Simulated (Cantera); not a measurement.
Input: 1 mol Pb, 3.3 mol NH₃, 27 mol N₂, at 1500 °C and 0.0133 bar.

These are equilibrium values from Cantera (NASA tables, ideal gas, pure condensed phases), not measurements of a reactor. Candidate condensed phases: Pb; 11 gas species. Kinetics and transport are ignored.

Base state: N₂ 0.828, H₂ 0.143, Pb 0.0289, H 0.000931 (mole fractions); condensed: gas only.

Question: What changes in the equilibrium state with this change: temperature from 1500 °C to 1652 °C?

Answer: 
| species | before | after |
|---|---|---|
| N₂ | 0.828 | 0.827 |
| H₂ | 0.143 | 0.141 |
| Pb | 0.0289 | 0.0289 |
| H | 0.000931 | 0.00311 |
